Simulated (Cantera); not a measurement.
An isothermal, constant-pressure homogeneous reactor starts with N2O : H2 : N2 = 1 : 0.036 : 1.2 (molar parts), at 1375 K and 0.0132 atm.

Cantera simulation using GRI-Mech 3.0 (53 species, 325 reactions); the numbers are that mechanism's predictions, not measurements. GRI-Mech 3.0 was tuned for natural gas; its chemistry of N2O as a main component is partial and can be far from experiment. Radical loss at walls, strong at low pressure, is not modelled. The mechanism lacks the step 2 NO + O2 → 2 NO2, which can matter for NO2 below about 1400 K. The temperature is held fixed by assumption; the heat of reaction is taken as removed at once.

Problem. Predict: x(N2O) at 1.00 s; x(H2) at 1.00 s; x(H2O) at 1.00 s; x(NO) at 1.00 s; x(HO2) at 1.00 s; x(N2) at 1.00 s.

Solution. 
```json
{
  "x(N2O) at 1.00 s": "0.356 (gas-phase equilibrium 4.41e-9)",
  "x(H2) at 1.00 s": "3.48e-7 (gas-phase equilibrium 8.39e-8)",
  "x(H2O) at 1.00 s": "0.0156 (gas-phase equilibrium 0.0132)",
  "x(NO) at 1.00 s": "0.0101 (gas-phase equilibrium 0.000587)",
  "x(HO2) at 1.00 s": "1.28e-6 (gas-phase equilibrium 7.98e-9)",
  "x(N2) at 1.00 s": "0.592 (gas-phase equilibrium 0.809)"
}
```
